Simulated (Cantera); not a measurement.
An isothermal, constant-pressure homogeneous reactor starts with 1.23 % CH4, 16.5 % O2, 82.3 % N2, at 1225 K and 8.68 atm.

Detailed kinetics in Cantera: GRI-Mech 3.0 (53 species, 325 reactions). The temperature is held fixed by assumption; the heat of reaction is taken as removed at once.

One state of this run: x CH4 = <1e-12; x O2 = 0.140; x CH2 = <1e-12; x CO = 3.49e-10; x CH2O = <1e-12; x C2H = <1e-12; x H = 2.30e-12. x: mole fraction; the columns are a selection and need not sum to one.

**Question.** Which value of t (s) does it belong to?
A. 0.000726
B. 0.00263
C. 0.00955
D. 6.00

**Answer.** D, 6.00
